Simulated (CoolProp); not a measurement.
Values from CoolProp's reference Helmholtz-energy equation of state, Thol 2016.

Question: Give the vapour pressure (bar), enthalpy of vaporisation (kJ/kg), vapour Z of saturated hexamethyldisiloxane (MM) at 317.3, 322.4 K.

Answer: 
```
T (K)  p (bar)  enthalpy of vaporisation (kJ/kg)  vapour Z
-----  -------  --------------------------------  --------
317.3    0.137                               220     0.985
322.4    0.170                               218     0.982
```
